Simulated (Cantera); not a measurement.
**Equilibrium for silicon epitaxy and polysilicon growth: SiH₂Cl₂ + HCl + N₂**

Charge: 1 mol SiH₂Cl₂, 3 mol HCl, a varied amount of N₂, held at 1375 K and 3.75 Torr.

Equilibrium computed with Cantera from the NASA thermochemical tables; the gas is ideal and each condensed phase is pure. Candidate condensed phases: NH₄Cl, Si, Si₃N₄; 28 gas species. N₂ is the only nitrogen source here; it is nearly inert below about 1500 K, so the nitride shown seldom forms there in practice. The tables' values for SiCl₃ are old estimates; treat these amounts as uncertain. The numbers say what is thermodynamically allowed, not how fast it happens.

| n(N₂) (mol) | x N₂ | x HCl | x H₂ | x SiCl₂ | x SiCl₄ | x SiCl₃ | x SiHCl₃ | n Si₃N₄(s) |
|---|---|---|---|---|---|---|---|---|
| 13 | 0.728 | 0.186 | 0.0497 | 0.0185 | 0.0106 | 0.00654 | 0.000182 | 0.124 |
| 16 | 0.768 | 0.161 | 0.0413 | 0.0161 | 0.00841 | 0.00543 | 0.000137 | 0.127 |
| 21 | 0.812 | 0.132 | 0.0320 | 0.0134 | 0.00606 | 0.00421 | 9.37e-5 | 0.131 |
| 26 | 0.843 | 0.112 | 0.0260 | 0.0116 | 0.00461 | 0.00341 | 6.84e-5 | 0.133 |
| 33 | 0.872 | 0.0921 | 0.0205 | 0.00975 | 0.00335 | 0.00266 | 4.75e-5 | 0.135 |
| 42 | 0.896 | 0.0752 | 0.0161 | 0.00815 | 0.00239 | 0.00206 | 3.25e-5 | 0.137 |
| 54 | 0.917 | 0.0605 | 0.0124 | 0.00673 | 0.00165 | 0.00156 | 2.16e-5 | 0.139 |
| 68 | 0.933 | 0.0493 | 0.00976 | 0.00562 | 0.00116 | 0.00119 | 1.47e-5 | 0.140 |
| 86 | 0.946 | 0.0399 | 0.00763 | 0.00465 | 0.000805 | 0.000903 | 9.83e-6 | 0.141 |
| 110 | 0.957 | 0.0318 | 0.00590 | 0.00380 | 0.000541 | 0.000669 | 6.40e-6 | 0.142 |
| 140 | 0.966 | 0.0254 | 0.00458 | 0.00310 | 0.000363 | 0.000495 | 4.17e-6 | 0.142 |
| 180 | 0.973 | 0.0200 | 0.00352 | 0.00250 | 0.000237 | 0.000359 | 2.65e-6 | 0.143 |
| 220 | 0.978 | 0.0166 | 0.00285 | 0.00210 | 0.000167 | 0.000276 | 1.84e-6 | 0.143 |
x: gas mole fraction; n: condensed amount in mol.

From 13 mol N₂ to 220 mol N₂ the condensed part is Si₃N₄(s). The main Si-bearing gas is SiCl₂ throughout. The share of Si in condensed phases is highest at 220 mol N₂ (42.9 %) and lowest at 13 mol N₂ (37.3 %).
